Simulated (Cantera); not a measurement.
A Cantera script and its output.

```python
import numpy as np
import cantera as ct

gas = ct.Solution("gri30.yaml")
gas.TPX = 1750, 2800, {'C2H4': 1, 'H2': 6.8}
reactor = ct.IdealGasConstPressureReactor(gas, energy="off", clone=False)
net = ct.ReactorNet([reactor])
net.rtol, net.atol = 1e-08, 1e-18
show = ['C2H4', 'H2', 'C2H6', 'CH3', 'H', 'CH2', 'C2H']
times = np.geomspace(0.0003, 20, 15)

steps = ct.SolutionArray(gas, extra=["t"])
rows = []
print(f"{'t/s':>10s}{'T/K':>9s}{'P/Pa':>11s}" + "".join(f"{s:>11s}" for s in show))
for t in times:
    while net.time < t:
        t_next = net.step()
        steps.append(gas.state, t=t_next)
    rows.append([np.interp(t, steps.t, y) for y in (steps.T, steps.P, *steps(*show).X.T)])
    print(f"{t:10.3e}{rows[-1][0]:9.1f}{rows[-1][1]:11.4g}" + "".join(f"{x:11.3e}" for x in rows[-1][2:]))
rate = np.gradient(steps.T, steps.t)
print("integrator steps:", len(steps.t))
if steps.T.max() > steps.T[0] + 200:
    print(f"time of steepest temperature rise: {steps.t[rate.argmax()]:.4e} s")
gas.TPX = 1750, 2800, {'C2H4': 1, 'H2': 6.8}
gas.equilibrate("TP")
print(f"equilibrium (TP): T = {gas.T:.1f} K  " + "  ".join(f"{s} {gas[s].X[0]:.3e}" for s in show))
```

Result:

```
       t/s      T/K       P/Pa       C2H4         H2       C2H6        CH3          H        CH2        C2H
 3.000e-04   1750.0       2800  1.256e-01  8.721e-01  3.327e-08  5.609e-09  5.951e-06  1.085e-09  1.125e-10
 6.633e-04   1750.0       2800  1.223e-01  8.725e-01  7.081e-08  1.281e-08  1.313e-05  2.480e-09  5.551e-10
 1.466e-03   1750.0       2800  1.148e-01  8.733e-01  1.404e-07  2.721e-08  2.816e-05  5.133e-09  2.686e-09
 3.242e-03   1750.0       2800  9.818e-02  8.752e-01  2.267e-07  5.018e-08  5.371e-05  8.469e-09  1.148e-08
 7.168e-03   1750.0       2800  6.640e-02  8.787e-01  2.225e-07  6.947e-08  7.927e-05  8.466e-09  3.474e-08
 1.585e-02   1750.0       2800  2.608e-02  8.833e-01  1.125e-07  8.825e-08  1.069e-04  4.470e-09  7.700e-08
 3.504e-02   1750.0       2800  2.120e-03  8.859e-01  1.604e-08  1.850e-07  2.205e-04  7.961e-10  1.956e-07
 7.746e-02   1750.0       2800  1.017e-04  8.857e-01  1.387e-09  5.815e-07  6.767e-04  5.894e-10  6.098e-07
 1.713e-01   1750.0       2800  9.439e-05  8.852e-01  1.479e-09  1.159e-06  1.190e-03  1.860e-09  1.073e-06
 3.786e-01   1750.0       2800  9.316e-05  8.851e-01  1.483e-09  1.777e-06  1.316e-03  3.045e-09  1.186e-06
 8.371e-01   1750.0       2800  9.313e-05  8.850e-01  1.515e-09  2.912e-06  1.318e-03  4.872e-09  1.188e-06
 1.851e+00   1750.0       2800  9.310e-05  8.850e-01  1.638e-09  5.337e-06  1.318e-03  8.759e-09  1.188e-06
 4.092e+00   1750.0       2800  9.305e-05  8.849e-01  2.083e-09  1.006e-05  1.318e-03  1.631e-08  1.187e-06
 9.046e+00   1750.0       2800  9.300e-05  8.848e-01  3.128e-09  1.648e-05  1.317e-03  2.653e-08  1.186e-06
 2.000e+01   1750.0       2800  9.298e-05  8.847e-01  3.845e-09  1.970e-05  1.317e-03  3.165e-08  1.185e-06
integrator steps: 872
equilibrium (TP): T = 1750.0 K  C2H4 9.297e-05  H2 8.847e-01  C2H6 3.904e-09  CH3 1.995e-05  H 1.317e-03  CH2 3.204e-08  C2H 1.185e-06
```

Detailed kinetics in Cantera: GRI-Mech 3.0 (53 species, 325 reactions). GRI-Mech 3.0 was tuned for natural gas; its chemistry of ethylene as a main component is partial and can be far from experiment. GRI-Mech 3.0 stops at C3 and has no aromatics, soot or wall deposition, so with more carbon than oxygen in the feed, carbon stays in small species such as C2H2 where larger ones or solid carbon would form. Radical loss at walls, strong at low pressure, is not modelled.
